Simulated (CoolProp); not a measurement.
Vapour-liquid equilibrium of R125 (1) + R245fa (2) at 0.00406 MPa; x and y are mole fractions of (1).

Computed with CoolProp (multi-fluid Helmholtz-energy mixture model, Lemmon 2005 and Akasaka 2015; pair parameters Bell 2016).

```
x     bubble temperature (°C)  y at the bubble point  dew temperature at overall composition x (°C)  liquid density (mol/L)
----  -----------------------  ---------------------  ---------------------------------------------  ----------------------
0.05                    -62.3                  0.746                                          -46.0                   11.66
0.15                    -75.8                  0.934                                          -47.5                   12.06
0.25                    -82.0                  0.969                                              …                   12.34
0.35                    -85.8                      …                                          -51.0                   12.58
0.45                    -88.5                  0.988                                          -53.2                       …
0.55                    -90.6                  0.992                                          -55.7                       …
0.65                    -92.3                  0.995                                          -58.7                   13.25
0.75                    -93.8                      …                                              …                   13.46
0.85                    -95.2                  0.998                                          -68.0                       …
0.95                    -96.4                      …                                          -78.2                   13.88
```

Task: Fill in the missing entries.

Result: 
- 0.25, dew temperature at overall composition x (°C): -49.2
- 0.35, y at the bubble point: 0.982
- 0.45, liquid density (mol/L): 12.81
- 0.55, liquid density (mol/L): 13.03
- 0.75, y at the bubble point: 0.997
- 0.75, dew temperature at overall composition x (°C): -62.5
- 0.85, liquid density (mol/L): 13.68
- 0.95, y at the bubble point: 1.000

No azeotrope shows between x = 0.05 and 0.95.

Pair parameters are fitted to limited data, so mixtures are less certain than the pure fluids.
